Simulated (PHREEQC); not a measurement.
Dissolve 0.67 mol/kgw MgCl2, 2.85 mol/kgw MnCl2 and 0.063 mol/kgw LiCl at 25 °C. Closed to the air; pH follows from the charge balance.

All values are PHREEQC results (Pitzer model, pitzer.dat), not measurements.

```json
{
  "pH": "4.80",
  "ionic_strength": "10.6 mol/kgw",
  "activity_of_water": "0.721",
  "density": "1.294 g/cm³",
  "osmotic_coefficient": "1.700"
}
```

```tsv
species	molality	activity	log γ
Cl-	7.10	5.26	-0.130
Mn+2	2.85	11.7	0.612
Mg+2	0.670	10.8	1.205
Li+	0.0630	0.417	0.821
H+	1.72e-6	1.59e-5	0.965
MgOH+	1.70e-6	7.59e-7	-0.351
OH-	1.70e-8	4.60e-10	-1.567
```

This is a speciation only: nothing precipitates in the calculation. In brines, pH and single-ion activities rest on the MacInnes convention.
